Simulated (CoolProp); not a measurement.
Vapour-liquid equilibrium of R22 (1) + methanol (2) at 20.7 kPa; x and y are mole fractions of (1).

Model: multi-fluid Helmholtz-energy mixture model, Kamei 1995 and de Reuck 1993; pair parameters Bell 2016, in CoolProp.

```
x      bubble temperature (°C)  y at the bubble point  dew temperature at overall composition x (°C)  liquid density (mol/L)
-----  -----------------------  ---------------------  ---------------------------------------------  ----------------------
0.05                     -22.5                  0.960                                           27.8                   25.31
0.125                    -41.6                  0.992                                           26.2                   24.98
0.2                      -49.7                  0.997                                           24.5                   24.36
0.275                    -54.5                  0.998                                           22.7                   23.66
0.35                     -57.7                  0.999                                           20.7                   22.95
0.425                    -60.1                  0.999                                           18.4                   22.25
0.5                      -62.0                  0.999                                           15.9                   21.55
0.575                    -63.5                  0.999                                           13.0                   20.86
0.65                     -64.8                  1.000                                            9.7                   20.19
0.725                    -65.9                  1.000                                            5.7                   19.54
0.8                      -67.0                  1.000                                            0.5                   18.89
0.875                    -68.0                  1.000                                           -6.7                   18.26
0.95                     -69.1                  1.000                                          -19.5                   17.65
```

No azeotrope shows between x = 0.05 and 0.95.

Pair parameters are fitted to limited data, so mixtures are less certain than the pure fluids. With so large a gap from Raoult's law the liquid may split in two, which this calculation doesn't test in full.
